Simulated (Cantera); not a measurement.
# Gas activation for diamond growth

An isothermal, constant-pressure homogeneous reactor starts with 1.71 % CH4, 85.5 % H2, 11.1 % H, 1.63 % N2, at 2098 K and 10.00 Torr.

Detailed kinetics in Cantera: GRI-Mech 3.0 (53 species, 325 reactions). GRI-Mech 3.0 stops at C3 and has no aromatics, soot or wall deposition, so with more carbon than oxygen in the feed, carbon stays in small species such as C2H2 where larger ones or solid carbon would form. Radical loss at walls, strong at low pressure, is not modelled.

| t (s) | x CH4 | x H2 | x H | x C2H4 | x C2H6 | x C2H |
|---|---|---|---|---|---|---|
| 1.00e-5 | 0.00817 | 0.865 | 0.102 | 1.68e-5 | 4.62e-7 | 6.86e-8 |
| 3.11e-5 | 0.00512 | 0.871 | 0.0962 | 9.32e-5 | 1.01e-6 | 1.42e-6 |
| 9.69e-5 | 0.00366 | 0.879 | 0.0903 | 0.000107 | 5.44e-7 | 7.12e-6 |
| 0.000301 | 0.00170 | 0.889 | 0.0832 | 3.40e-5 | 1.12e-7 | 1.41e-5 |
| 0.000938 | 0.000499 | 0.895 | 0.0792 | 4.30e-6 | 9.43e-9 | 1.75e-5 |
| 0.00292 | 0.000137 | 0.897 | 0.0778 | 5.19e-7 | 7.06e-10 | 1.85e-5 |
| 0.00909 | 4.11e-5 | 0.898 | 0.0769 | 2.03e-7 | 6.35e-11 | 1.86e-5 |
| 0.0283 | 1.34e-5 | 0.900 | 0.0750 | 1.78e-7 | 6.66e-12 | 1.82e-5 |
| 0.0880 | 4.97e-6 | 0.905 | 0.0702 | 1.87e-7 | <1e-12 | 1.70e-5 |
| 0.274 | 2.79e-6 | 0.916 | 0.0589 | 2.21e-7 | <1e-12 | 1.42e-5 |
| 0.853 | 3.94e-6 | 0.934 | 0.0405 | 3.08e-7 | <1e-12 | 9.66e-6 |
| 2.65 | 8.13e-6 | 0.947 | 0.0276 | 4.21e-7 | 1.35e-12 | 6.55e-6 |
| 8.26 | 9.59e-6 | 0.948 | 0.0262 | 4.40e-7 | 1.75e-12 | 6.19e-6 |
| 25.7 | 9.60e-6 | 0.948 | 0.0261 | 4.40e-7 | 1.75e-12 | 6.18e-6 |
| 80.0 | 9.59e-6 | 0.948 | 0.0261 | 4.38e-7 | 1.75e-12 | 6.16e-6 |
x: mole fraction; the columns are a selection and need not sum to one.

Equilibrium at this temperature and pressure: CH4 8.07e-6, H2 0.948, H 0.0261, C2H4 2.83e-7, C2H6 1.22e-12, C2H 3.98e-6 (gas phase only).
